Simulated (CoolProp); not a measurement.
Properties of tetrahydrofuran along the isobar 15700 kPa.

The numbers come from the reference Helmholtz-energy equation of state, Fiedler 2023 in CoolProp.

```csv
T (K),phase,cp (kJ/(kg K)),speed of sound (m/s),expansivity (1/kK),fugacity coefficient
357.8,liquid,1.925,1104,1.274,0.01728
366,liquid,1.957,1072,1.299,0.02142
374.2,liquid,1.989,___,1.325,0.02623
382.4,liquid,2.022,1010,1.352,0.03177
390.6,liquid,2.054,979.4,1.382,0.03807
398.8,liquid,2.087,949.6,1.414,0.04518
407,liquid,2.120,___,1.448,0.05314
415.2,liquid,2.154,___,1.485,0.06197
423.4,liquid,2.187,862.6,1.525,0.07169
431.6,liquid,2.221,834.3,1.568,0.08232
439.8,liquid,2.255,806.4,1.615,0.09386
448,liquid,2.289,778.8,1.666,0.1063
456.2,liquid,2.324,751.4,1.721,0.1197
464.4,liquid,2.359,724.3,1.782,0.1339
472.6,liquid,2.395,___,1.848,0.1490
```

Q: What belongs in the gaps?

A: 
- 374.2, speed of sound (m/s): 1041
- 407, speed of sound (m/s): 920.2
- 415.2, speed of sound (m/s): 891.2
- 472.6, speed of sound (m/s): 697.4
